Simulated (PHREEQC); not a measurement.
## City or well water: an equilibrium model

A made-up water analysis in mg/kgw, 25 °C, pH 6.92, pe 0.6:

```tsv
constituent	mg/kgw
Na	7.36
K	0.00151
Ca	14.7
Mg	2.97
Cl	20.1
S(6) as SO4	2.52
Alkalinity as HCO3	42.9
Si as SiO2	0.377
Li	0.00145
B	0.339
```

Valence states are taken as typed.

Computed with PHREEQC (ion-association model, wateq4f.dat).

Precipitation was switched off in this run.

Task: What charge-balance error does the model give?

Result: charge-balance error -0.9 %.

Task: In which forms is S present?

Result: SO4-2 93 %, CaSO4 4.7 %, MgSO4 1.8 % of the S.
